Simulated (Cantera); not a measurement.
Adiabatic ignition

An adiabatic, constant-volume homogeneous reactor starts with CH4 : O2 : N2 = 1 : 2.53 : 9.52 (molar parts), at 1125 K and 2.10 bar.

Model: GRI-Mech 3.0 (53 species, 325 reactions), integrated in Cantera.

| t (s) | T (K) | P (bar) | x CH4 | x O2 | x C2H4 | x HO2 | x H2O2 | x C2H2 |
|---|---|---|---|---|---|---|---|---|
| 2.00e-6 | 1125 | 2.10 | 0.0766 | 0.194 | <1e-12 | 6.30e-10 | <1e-12 | <1e-12 |
| 7.76e-6 | 1125 | 2.10 | 0.0766 | 0.194 | <1e-12 | 2.44e-9 | 4.71e-12 | <1e-12 |
| 3.01e-5 | 1125 | 2.10 | 0.0766 | 0.194 | <1e-12 | 9.42e-9 | 6.98e-11 | <1e-12 |
| 0.000117 | 1125 | 2.10 | 0.0766 | 0.194 | <1e-12 | 3.58e-8 | 9.58e-10 | <1e-12 |
| 0.000453 | 1125 | 2.10 | 0.0766 | 0.194 | 1.21e-11 | 1.28e-7 | 1.05e-8 | <1e-12 |
| 0.00176 | 1125 | 2.10 | 0.0766 | 0.194 | 1.97e-9 | 3.34e-7 | 5.57e-8 | <1e-12 |
| 0.00682 | 1125 | 2.10 | 0.0766 | 0.194 | 1.05e-7 | 5.26e-7 | 1.01e-7 | 2.95e-12 |
| 0.0265 | 1128 | 2.10 | 0.0763 | 0.194 | 2.54e-6 | 1.91e-6 | 4.90e-7 | 4.56e-10 |
| 0.103 | 2737 | 5.20 | <1e-12 | 0.0385 | <1e-12 | 1.24e-5 | 6.89e-7 | <1e-12 |
| 0.399 | 2737 | 5.20 | <1e-12 | 0.0385 | <1e-12 | 1.24e-5 | 6.89e-7 | <1e-12 |
| 1.55 | 2737 | 5.20 | <1e-12 | 0.0385 | <1e-12 | 1.24e-5 | 6.89e-7 | <1e-12 |
| 6.00 | 2737 | 5.20 | <1e-12 | 0.0385 | <1e-12 | 1.24e-5 | 6.89e-7 | <1e-12 |
x: mole fraction; the columns are a selection and need not sum to one.

```json
{
  "time_of_steepest_temperature_rise": "58.7 ms",
  "temperature at 6.00 s": "2737 K",
  "equilibrium_temperature": "2737 K",
  "x(CH4) at 6.00 s": "<1e-12 (gas-phase equilibrium <1e-12)",
  "x(O2) at 6.00 s": "0.0385 (gas-phase equilibrium 0.0385)",
  "x(C2H4) at 6.00 s": "<1e-12 (gas-phase equilibrium <1e-12)"
}
```
